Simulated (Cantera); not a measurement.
An isothermal, constant-pressure homogeneous reactor starts with 9.52 % C2H6, 90.5 % N2, at 1375 K and 0.920 bar.

Detailed kinetics in Cantera: GRI-Mech 3.0 (53 species, 325 reactions). GRI-Mech 3.0 stops at C3 and has no aromatics, soot or wall deposition, so with more carbon than oxygen in the feed, carbon stays in small species such as C2H2 where larger ones or solid carbon would form.

Q: Predict: x(C2H6) at 50.0 s; x(C2H2) at 50.0 s; x(CH3) at 50.0 s; x(CH4) at 50.0 s.

A: 
- x(C2H6) at 50.0 s: 1.74e-5 (gas-phase equilibrium 1.08e-5)
- x(C2H2) at 50.0 s: 0.0605 (gas-phase equilibrium 0.0317)
- x(CH3) at 50.0 s: 6.70e-6 (gas-phase equilibrium 5.29e-6)
- x(CH4) at 50.0 s: 0.0312 (gas-phase equilibrium 0.0258)
